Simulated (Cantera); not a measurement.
Input: 1 mol Fe₂O₃, 0.49 mol CH₄, 2.1 mol CO, equilibrated at 1.00 Torr.

These are equilibrium values from Cantera (NASA tables, ideal gas, pure condensed phases), not measurements of a reactor. Candidate condensed phases: C, C₆H₆, C₇H₈, C₈H₁₈, Fe, Fe(CO)₅, FeO, Fe(OH)₂, Fe(OH)₃, Fe₂O₃, Fe₃O₄, H₂O; 114 gas species. Mutual solubility and eutectic melting of coexisting phases are not modelled. The tables' stoichiometric FeO is somewhat more stable than real wüstite, so its field is too wide. FeO: taken at fixed stoichiometry. Equilibrium is a limit: real reactors are often held back by kinetics, nucleation or transport.

Which condensed phases are stable at each of these points (T (°C)): 675, 750, 825, 900, 975, 1050, 1125, 1200, 1275, 1350, 1425?


| T (°C) | condensed phases | Fe condensed (%) |
|---|---|---|
| 675 | Fe(α) + FeO(s) | 100.0 |
| 750 | Fe(α) + FeO(s) | 100.0 |
| 825 | Fe(α) + FeO(s) | 100.0 |
| 900 | Fe(α) + FeO(s) | 100.0 |
| 975 | Fe(γ) + FeO(s) | 100.0 |
| 1050 | Fe(γ) + FeO(s) | 100.0 |
| 1125 | Fe(γ) + FeO(s) | 100.0 |
| 1200 | Fe(γ) + FeO(s) | 100.0 |
| 1275 | Fe(γ) + FeO(s) | 99.9 |
| 1350 | Fe(γ) + FeO(s) | 99.8 |
| 1425 | Fe(δ) + FeO(l) | 99.2 |

From 675 °C to 900 °C the condensed part is Fe(α) + FeO(s). From 975 °C to 1350 °C the condensed part is Fe(γ) + FeO(s). At 1425 °C the condensed part is Fe(δ) + FeO(l).
